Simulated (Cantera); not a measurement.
Ignition delay

Mixture: 7.51 % CH3OH, 19.5 % O2, 73.0 % N2, equivalence ratio 0.58, at 1.01 bar, adiabatic and at constant pressure. Ignition delay is the time to a rise of 400 K.

Computed with Cantera and GRI-Mech 3.0 (53 species, 325 reactions). GRI-Mech 3.0 was tuned for natural gas; its chemistry of methanol as a main component is partial and can be far from experiment.

| T0 (K) | delay (ms) |
|---|---|
| 1075 | 107 |
| 1150 | 25.2 |
| 1225 | 7.18 |
| 1300 | 2.44 |
| 1375 | 0.962 |
| 1450 | 0.434 |

| Property | Result |
|---|---|
| apparent activation energy between 1300 and 1450 K | 180 kJ/mol |
